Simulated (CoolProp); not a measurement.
Properties of R1233zd(E) along the isobar 932 kPa.

Computed with CoolProp (reference Helmholtz-energy equation of state, Akasaka 2022).

```csv
T (K),phase,Z,fugacity coefficient
238.3,liquid,0.04387,0.008945
246.3,liquid,0.04297,0.01422
254.2,liquid,0.04215,0.02168
262.1,liquid,0.04141,0.03205
270,liquid,0.04072,0.04605
278,liquid,0.04009,0.06473
285.9,liquid,0.03953,0.08848
293.8,liquid,0.03903,0.1184
301.8,liquid,0.03857,0.1558
309.7,liquid,0.03818,0.2006
317.6,liquid,0.03784,0.2541
325.6,liquid,0.03756,0.3178
333.5,liquid,0.03734,0.3907
341.4,liquid,0.03719,0.4740
349.4,liquid,0.03710,0.5692
```
